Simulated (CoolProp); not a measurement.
Saturation properties of the fluoroketone C6F12O (FK-5-1-12).

Model: reference Helmholtz-energy equation of state, McLinden 2015, in CoolProp.

```json
[
 {"T (K)": "235.4", "p (MPa)": "0.001130", "liquid density (kg/m³)": "[?]", "vapour density (kg/m³)": "0.1828", "enthalpy of vaporisation (kJ/kg)": "111.6", "liquid cp (kJ/(kg K))": "1.093"},
 {"T (K)": "246.8", "p (MPa)": "0.002575", "liquid density (kg/m³)": "1749", "vapour density (kg/m³)": "0.3984", "enthalpy of vaporisation (kJ/kg)": "108.6", "liquid cp (kJ/(kg K))": "1.090"},
 {"T (K)": "258.2", "p (MPa)": "0.005358", "liquid density (kg/m³)": "1717", "vapour density (kg/m³)": "[?]", "enthalpy of vaporisation (kJ/kg)": "105.5", "liquid cp (kJ/(kg K))": "[?]"},
 {"T (K)": "269.6", "p (MPa)": "0.01031", "liquid density (kg/m³)": "1685", "vapour density (kg/m³)": "1.472", "enthalpy of vaporisation (kJ/kg)": "102.5", "liquid cp (kJ/(kg K))": "1.090"},
 {"T (K)": "281.1", "p (MPa)": "0.01865", "liquid density (kg/m³)": "[?]", "vapour density (kg/m³)": "2.570", "enthalpy of vaporisation (kJ/kg)": "99.47", "liquid cp (kJ/(kg K))": "1.094"},
 {"T (K)": "292.5", "p (MPa)": "0.03167", "liquid density (kg/m³)": "1619", "vapour density (kg/m³)": "4.234", "enthalpy of vaporisation (kJ/kg)": "96.39", "liquid cp (kJ/(kg K))": "1.099"},
 {"T (K)": "303.9", "p (MPa)": "0.05118", "liquid density (kg/m³)": "1585", "vapour density (kg/m³)": "[?]", "enthalpy of vaporisation (kJ/kg)": "[?]", "liquid cp (kJ/(kg K))": "1.106"},
 {"T (K)": "315.3", "p (MPa)": "0.07922", "liquid density (kg/m³)": "1549", "vapour density (kg/m³)": "10.10", "enthalpy of vaporisation (kJ/kg)": "89.98", "liquid cp (kJ/(kg K))": "1.115"},
 {"T (K)": "326.7", "p (MPa)": "0.1181", "liquid density (kg/m³)": "1512", "vapour density (kg/m³)": "14.81", "enthalpy of vaporisation (kJ/kg)": "86.59", "liquid cp (kJ/(kg K))": "1.126"}
]
```

Problem. Complete the blanks.

Solution. 
- 235.4, liquid density (kg/m³): 1780
- 258.2, vapour density (kg/m³): 0.7948
- 258.2, liquid cp (kJ/(kg K)): 1.089
- 281.1, liquid density (kg/m³): 1653
- 303.9, vapour density (kg/m³): 6.666
- 303.9, enthalpy of vaporisation (kJ/kg): 93.24

It boils at 322.2 K under 1 atm.
